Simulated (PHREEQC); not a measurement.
Synthetic water in mg/kgw, 20 °C, pH 7.75, pe -1.3: Na 264; K 1.06; Ca 22.9; Mg 23.8; Cl 66.9; S(6) as SO4 351; Alkalinity as HCO3 357; Li 0.0305; B 0.0522.

Valence states are taken as typed.

Equilibrium calculation in PHREEQC: ion-association model, phreeqc.dat.

Problem. The ionic strength comes out as 0.0186 mol/kgw. What activity coefficients do NaSO4-, MgHCO3+, CaHCO3+, CO3-2, Ca+2 get?

Solution. NaSO4- 0.88, MgHCO3+ 0.87, CaHCO3+ 0.88, CO3-2 0.60, Ca+2 0.60.

Precipitation was switched off in this run.
